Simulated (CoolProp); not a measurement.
The fluid at 298.15 K and 0.0622 MPa expands adiabatically to 0.0199 MPa with isentropic efficiency 0.9. The same conditions are run with several fluids, on thermodynamics alone (safety and materials aside).

Computed with CoolProp (reference Helmholtz-energy equation of state of each fluid (sulfur dioxide: Gao 2016; C3F8 (R218): Lemmon 2006; R236FA: Pan 2012; ammonia: Gao 2020; ethane: Bücker 2006)).

Task: Rank sulfur dioxide, C3F8 (R218), R236FA, ammonia, ethane by work (kJ/kg), highest first.

Result: ammonia (130), ethane (76.8), sulfur dioxide (34.9), R236FA (15.9), C3F8 (R218) (13.0)

```csv
fluid,final temperature (K),final density (kg/m³)
sulfur dioxide,239.7,0.645
C3F8 (R218),280.9,1.61
R236FA,277.5,1.32
ammonia,234.2,0.175
ethane,251.4,0.287
```
